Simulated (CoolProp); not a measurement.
Model: reference Helmholtz-energy equation of state, Colonna 2008, in CoolProp. It is a short technical equation, of lower accuracy than the large ones.

For dodecamethylcyclohexasiloxane (D6), give the phase and the Z, cv (kJ/(kg K)), expansivity (1/kK), fugacity coefficient at 339.3 K and 1.01 MPa; 542.1 K and 1.01 MPa.


- 339.3 K and 1.01 MPa: liquid; Z 0.172, cv 1.49, expansivity 1.18, fugacity coefficient 0.000107
- 542.1 K and 1.01 MPa: liquid; Z 0.147, cv 1.86, expansivity 2.24, fugacity coefficient 0.164
